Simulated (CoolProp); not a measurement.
Vapour-liquid equilibrium of toluene (1) + n-decane (2) at 455.2 K; x and y are mole fractions of (1).

Computed with CoolProp (multi-fluid Helmholtz-energy mixture model, Lemmon 2006 and Lemmon 2006; pair parameters Bell 2016).

```tsv
x	bubble pressure, mixture model (MPa)	bubble pressure, Raoult's law (MPa)	y, mixture model	y, Raoult's law
0.05	0.1426	0.1442	0.168	0.187
0.15	0.1836	0.1856	0.410	0.435
0.25	…	0.2271	0.570	0.592
0.35	0.2694	0.2686	0.680	0.701
0.45	…	0.3101	0.760	0.781
0.55	0.3535	0.3515	0.821	0.842
0.65	…	0.3930	…	0.890
0.75	0.4348	0.4345	…	0.929
0.85	…	0.4760	0.950	0.961
0.95	0.5170	0.5174	0.984	0.988
```

Task: Fill in the missing entries.

Result: 
- 0.25, bubble pressure, mixture model (MPa): 0.2263
- 0.45, bubble pressure, mixture model (MPa): 0.3119
- 0.65, bubble pressure, mixture model (MPa): 0.3944
- 0.65, y, mixture model: 0.871
- 0.75, y, mixture model: 0.913
- 0.85, bubble pressure, mixture model (MPa): 0.4755

The largest gap from Raoult's law is -1.1 % in bubble pressure, at x = 0.15. No azeotrope shows between x = 0.05 and 0.95.

The pair parameters rest on a limited set of measurements; away from them the model extrapolates. The gap from Raoult's law changes sign with composition, which may be real or a fault of the pair parameters; it wasn't checked against measurements.
